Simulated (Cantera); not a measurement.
Input: 1 mol CH₃Cl, 0.048 mol CH₄, 0.083 mol H₂, held at 2150 K and 32.0 mbar.

Method: chemical equilibrium by Gibbs-energy minimisation in Cantera with the NASA 1993 tables (ideal gas, pure condensed phases). Rates play no part.

| species | before | after |
|---|---|---|
| HCl | 0.442 | 0.530 |
| H₂ | 0.529 | 0.316 |
| CH₄ | 2.63e-6 | 0.154 |
| H | 0.0172 | <1e-9 |
| Cl | 0.0105 | <1e-9 |
| C₂H₂ (acetylene) | 0.00103 | <1e-9 |
| C(graphite), mol | 1.04 | 0.757 |
Gas species are given as mole fractions.

### Question
Which change was made?
A. pressure from 32.0 mbar to 10.0 mbar
B. temperature from 2150 K to 625 K
C. temperature from 2150 K to 2448 K
D. temperature from 2150 K to 2648 K

### Answer
B, temperature from 2150 K to 625 K
